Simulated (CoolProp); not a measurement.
Model: reference Helmholtz-energy equation of state, de Reuck 1990, in CoolProp.

Task: For fluorine, give the phase and the Z, cp (kJ/(kg K)), cv (kJ/(kg K)), isothermal compressibility (1/MPa) at 151.4 K and 178 bar.

Result: 
- 151.4 K and 178 bar: supercritical; Z 0.511, cp 1.74, cv 0.698, isothermal compressibility 0.0120
